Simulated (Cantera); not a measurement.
What does this Cantera script print?

```python
import numpy as np
import cantera as ct

gas_names = """
    H H2 Si SiH SiH2 SiH3 SiH4 Si2 Si3
""".split()
cond_names = """
    Si(cr) Si(L)
""".split()


# ... load() reads the species with a 1 bar reference pressure and builds the phases ...
atoms = {
    'Si': {'Si': 1},
    'H2': {'H': 2},
}
top_T = {}  # K; cautious upper limits of use, not melting points


# ... equilibrate(T, P, feed) seeds the gas with the atoms and calls Mixture.equilibrate('TP', solver="vcs", rtol=1e-11, max_steps=5000) ...
results = []
feed = {'Si': 1, 'H2': 6.2}  # mol
T = 948  # K
P = 13000  # Pa
mix = equilibrate(T, P, feed)
results.append((T, P, feed, dict(zip(mix.species_names, mix.species_moles))))
print(gas.report(threshold=1e-06))
for i in range(1, mix.n_phases):
    print(f"{mix.phase(i).name:16s} {mix.phase_moles(i):12.5e} mol")
```

It prints:

```
       temperature   948 K
          pressure   13000 Pa
           density   0.003325 kg/m^3
  mean mol. weight   2.016 kg/kmol
   phase of matter   gas

                          1 kg             1 kmol
                     ---------------   ---------------
          enthalpy        9.4837e+06        1.9119e+07  J
   internal energy        5.5739e+06        1.1237e+07  J
           entropy             90074        1.8159e+05  J/K
    Gibbs function       -7.5907e+07       -1.5303e+08  J
 heat capacity c_p             14933             30104  J/K
 heat capacity c_v             10808             21790  J/K

                      mass frac. Y      mole frac. X     chem. pot. / RT
                     ---------------   ---------------   ---------------
                H2                 1                 1           -19.415
     [   +8 minor]        7.3344e-07        4.7448e-08

Si(cr)            1.00000e+00 mol
```

Method: chemical equilibrium by Gibbs-energy minimisation in Cantera with the NASA 1993 tables (ideal gas, pure condensed phases).
